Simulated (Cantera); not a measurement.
A Cantera script and what it prints.

```python
import numpy as np
import cantera as ct

gas_names = """
    H HO2 H2 H2O H2O2 O OH O2 O3 Ta TaO TaO2
""".split()
cond_names = """
    H2O(s) H2O(L) Ta(cr) Ta(L) Ta2O5(s) Ta2O5(L)
""".split()


def load(file, names, dense=False):
    # The tables refer to 1 bar. Condensed volumes are neglected.
    table = {s.name: s for s in ct.Species.list_from_file(file)}
    out = []
    for n in names:
        d = dict(table[n].input_data)
        d["thermo"] = dict(d["thermo"], **{"reference-pressure": 1e5})
        if dense:
            d["equation-of-state"] = {"model": "constant-volume", "density": "1e6 g/cm^3"}
        out.append(ct.Species.from_dict(d))
    return out


gas = ct.Solution(thermo="ideal-gas", species=load("nasa_gas.yaml", gas_names))
cond = {s.name: ct.Solution(thermo="fixed-stoichiometry", species=[s], name=s.name)
        for s in load("nasa_condensed.yaml", cond_names, dense=True)}
atoms = {
    'Ta2O5': {'Ta': 2, 'O': 5},
    'H2': {'H': 2},
}
top_T = {}  # K; cautious upper limits of use, not melting points


def equilibrate(T, P, feed):
    n = {}
    for name, mol in feed.items():
        for a, k in atoms[name].items():
            n[a] = n.get(a, 0.0) + k * mol
    gas.TPX = T, P, n
    mass = sum(n.values()) * gas.mean_molecular_weight
    gas.equilibrate("TP")
    valid = [c for c in cond.values() if c.min_temp <= T <= top_T.get(c.name, c.max_temp)]
    mix = ct.Mixture([(gas, mass / gas.mean_molecular_weight)] + [(c, 0.0) for c in valid])
    mix.T, mix.P = T, P
    mix.equilibrate("TP", solver="vcs", rtol=1e-11, max_steps=5000)
    return mix


results = []
feed = {'Ta2O5': 1, 'H2': 20}  # mol
P = 28  # Pa
for T in [873, 923, 973, 1023, 1073, 1123, 1173, 1223, 1273, 1323, 1373, 1423, 1473, 1523]:
    mix = equilibrate(T, P, feed)
    results.append((T, P, feed, dict(zip(mix.species_names, mix.species_moles))))

top = {s: max(r[3][s] / sum(r[3][g] for g in gas_names) for r in results) for s in gas_names}
cols = sorted((s for s in top if top[s] > 0.0001), key=lambda s: -top[s])[:9]
seen = [c for c in cond_names if any(r[3].get(c, 0) > 1e-12 for r in results)]
print("log10 of partial pressures in bar; condensed amounts in mol")
print(f"{'T/K':>10s}" + "".join(f"{s[:9]:>10s}" for s in cols + seen))
for T, P, feed, n in results:
    ng = sum(n[g] for g in gas_names)
    print(f"{T:10.4g}" + "".join(f"{np.log10(max(n[s] / ng * P / 1e5, 1e-99)):10.3f}" for s in cols)
          + "".join(f"{n.get(c, 0):10.4g}" for c in seen))
```

It prints:

```
log10 of partial pressures in bar; condensed amounts in mol
       T/K        H2         H       H2O    Ta(cr)  Ta2O5(s)
       873    -3.553   -12.106   -11.466  9.77e-08         1
       923    -3.553   -11.388   -10.952 3.191e-07         1
       973    -3.553   -10.743   -10.493 9.184e-07         1
      1023    -3.553   -10.159   -10.081 2.373e-06         1
      1073    -3.553    -9.630    -9.708 5.592e-06         1
      1123    -3.553    -9.147    -9.371 1.217e-05         1
      1173    -3.553    -8.705    -9.063  2.47e-05         1
      1223    -3.553    -8.298    -8.782 4.718e-05         1
      1273    -3.553    -7.923    -8.524 8.543e-05         1
      1323    -3.553    -7.576    -8.287 0.0001476    0.9999
      1373    -3.553    -7.254    -8.068 0.0002445    0.9999
      1423    -3.553    -6.954    -7.865 0.0003901    0.9998
      1473    -3.553    -6.674    -7.676 0.0006019    0.9997
      1523    -3.553    -6.413    -7.501 0.0009009    0.9995
```

These are equilibrium values from Cantera (NASA tables, ideal gas, pure condensed phases), not measurements of a reactor. Mutual solubility and eutectic melting of coexisting phases are not modelled. Condensed phases not in the tables: N, O or C dissolved in the metal.
